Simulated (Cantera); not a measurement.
An adiabatic, constant-volume homogeneous reactor starts with 15.7 % H₂, 15.4 % O₂, 58.0 % N₂, 10.8 % H₂O, equivalence ratio 0.51, at 1050 K and 10.0 bar.

Computed with Cantera and GRI-Mech 3.0 (53 species, 325 reactions). The hydrogen kinetics of GRI-Mech 3.0 are dated; newer H2 mechanisms differ, most at raised pressure.

Problem. Predict: time of steepest temperature rise; temperature at 2.00 s; equilibrium temperature; x(H₂) at 2.00 s; x(O₂) at 2.00 s; x(H₂O) at 2.00 s; x(HO₂) at 2.00 s; x(OH) at 2.00 s; x(N₂O) at 2.00 s; x(H₂O₂) at 2.00 s.

Solution. 
| Quantity | Result |
|---|---|
| time of steepest temperature rise | 4.71 ms |
| temperature at 2.00 s | 2335 K |
| equilibrium temperature | 2335 K |
| x(H₂) at 2.00 s | 0.000579 (gas-phase equilibrium 0.000579) |
| x(O₂) at 2.00 s | 0.0760 (gas-phase equilibrium 0.0760) |
| x(H₂O) at 2.00 s | 0.285 (gas-phase equilibrium 0.285) |
| x(HO₂) at 2.00 s | 1.51e-5 (gas-phase equilibrium 1.51e-5) |
| x(OH) at 2.00 s | 0.00513 (gas-phase equilibrium 0.00513) |
| x(N₂O) at 2.00 s | 2.02e-6 (gas-phase equilibrium 2.02e-6) |
| x(H₂O₂) at 2.00 s | 1.71e-6 (gas-phase equilibrium 1.71e-6) |
